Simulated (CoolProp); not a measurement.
A single-stage vapour-compression cycle with trans-2-butene: evaporating at 237.15 K (dew point), condensing at 257.15 K (bubble point), superheat 8 K, subcooling 2 K, compressor efficiency 0.6, no pressure losses. Each further row changes one setting.

Computed with CoolProp (reference Helmholtz-energy equation of state, Lemmon 2005). It is a short technical equation, of lower accuracy than the large ones.

```
case                              cooling COP  pressure ratio  discharge temperature (K)  refrigerating effect (kJ/kg)  volumetric capacity (kJ/m³)
--------------------------------  -----------  --------------  -------------------------  ----------------------------  ---------------------------
as stated                                6.73            2.64                      287.9                           410                          219
evaporating temperature 242.15 K         9.31            2.03                      281.7                           417                          284
condensing temperature 252.15 K          9.11            2.10                      277.9                           421                          225
subcooling 7 K                           6.91            2.64                      287.9                           421                          225
superheat 18 K                           6.69            2.64                      298.5                           424                          218
compressor efficiency 0.5                5.61            2.64                      295.7                           410                          219
```
